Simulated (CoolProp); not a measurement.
Saturation properties of n-perfluorohexane.

Computed with CoolProp (reference Helmholtz-energy equation of state, Gao 2022).

| T (°C) | p (MPa) | vapour density (kg/m³) | liquid cp (kJ/(kg K)) |
|---|---|---|---|
| 44.55 | (withheld) | 8.683 | 1.078 |
| 51.05 | 0.08209 | 10.88 | 1.088 |
| 57.55 | (withheld) | 13.49 | 1.099 |
| 64.05 | 0.1274 | 16.58 | 1.110 |
| 70.55 | 0.1562 | 20.22 | 1.121 |
| 76.95 | 0.1894 | 24.41 | 1.132 |
| 83.45 | 0.2283 | 29.37 | 1.144 |
| 89.95 | (withheld) | 35.13 | 1.156 |
| 96.45 | 0.3242 | 41.83 | 1.169 |
| 102.95 | 0.3824 | 49.60 | 1.184 |
| 109.45 | 0.4482 | 58.63 | 1.199 |
| 115.85 | 0.5210 | 68.98 | 1.216 |
| 122.35 | 0.6039 | 81.26 | 1.236 |
| 128.85 | 0.6966 | 95.73 | 1.260 |

Problem. Some entries are withheld; supply them.

Solution. 
- 44.55, p (MPa): 0.06481
- 57.55, p (MPa): 0.1028
- 89.95, p (MPa): 0.2731

It boils at 57.1 °C under 1 atm.
